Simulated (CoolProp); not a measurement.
Properties of R407C along the isobar 0.384 MPa.

Model: reference Helmholtz-energy equation of state, Lemmon 2003, in CoolProp. It is a pseudo-pure fit of the blend.

```tsv
T (°C)	phase	cp (kJ/(kg K))	Joule-Thomson coefficient (K/MPa)	conductivity (mW/(m K))	fugacity coefficient
21.75	gas	(withheld)	(withheld)	13.3	0.9377
51.05	gas	0.9107	15.61	15.5	0.9560
80.35	gas	(withheld)	11.64	17.7	0.9678
109.65	gas	0.9787	9.003	(withheld)	0.9759
138.95	gas	1.018	(withheld)	22.1	0.9816
168.25	gas	1.057	5.823	24.3	0.9858
197.55	gas	1.097	(withheld)	26.6	0.9890
226.85	gas	1.135	(withheld)	28.8	0.9914
```

Task: Complete the blanks.

Result: 
- 21.75, cp (kJ/(kg K)): 0.8950
- 21.75, Joule-Thomson coefficient (K/MPa): 22.04
- 80.35, cp (kJ/(kg K)): 0.9418
- 109.65, conductivity (mW/(m K)): 19.9
- 138.95, Joule-Thomson coefficient (K/MPa): 7.161
- 197.55, Joule-Thomson coefficient (K/MPa): 4.819
- 226.85, Joule-Thomson coefficient (K/MPa): 4.045

Thermal conductivity comes from a separate model (Geller 2001).
